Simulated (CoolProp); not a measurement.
Vapour-liquid equilibrium of acetone (1) + benzene (2) at 68.35 °C; x and y are mole fractions of (1).

Computed with CoolProp (multi-fluid Helmholtz-energy mixture model, Lemmon 2006 and Thol 2012; pair parameters Bell 2016).

| x | bubble pressure, mixture model (MPa) | bubble pressure, Raoult's law (MPa) | y, mixture model | y, Raoult's law |
|---|---|---|---|---|
| 0.05 | [?] | 0.07370 | 0.133 | 0.103 |
| 0.2 | 0.09401 | 0.08599 | 0.391 | 0.352 |
| 0.35 | 0.1079 | 0.09827 | 0.552 | 0.540 |
| 0.5 | 0.1196 | 0.1106 | 0.673 | 0.685 |
| 0.65 | 0.1300 | 0.1228 | [?] | 0.802 |
| 0.8 | [?] | 0.1351 | [?] | 0.897 |
| 0.95 | 0.1486 | 0.1474 | 0.968 | 0.976 |

### Question
Complete the blanks.

### Answer

- 0.05, bubble pressure, mixture model (MPa): 0.07658
- 0.65, y, mixture model: 0.776
- 0.8, bubble pressure, mixture model (MPa): 0.1396
- 0.8, y, mixture model: 0.873

The largest gap from Raoult's law is +9.8 % in bubble pressure, at x = 0.35. No azeotrope shows between x = 0.05 and 0.95.

The pair parameters rest on a limited set of measurements; away from them the model extrapolates.
